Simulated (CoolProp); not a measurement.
The fluid at 298.15 K and 9.69 MPa is throttled through a valve to 2.84 MPa with no heat exchange. The same conditions are run with several fluids, on thermodynamics alone (safety and materials aside).

Model: reference Helmholtz-energy equation of state of each fluid (oxygen: Schmidt 1985; CF4 (R14): Platzer 1990; methane: Setzmann 1991; fluorine: de Reuck 1990; nitrogen: Span 2000), in CoolProp. The equations of Platzer and Polt are older, rougher fits.

Rank oxygen, CF4 (R14), methane, fluorine, nitrogen by temperature change (K), highest first.

fluorine (-11.7), nitrogen (-12.0), oxygen (-16.8), methane (-29.1), CF4 (R14) (-38.8)

```
fluid      final density (kg/m³)
---------  ---------------------
oxygen                      39.8
CF4 (R14)                    142
methane                     21.9
fluorine                    46.0
nitrogen                    33.7
```
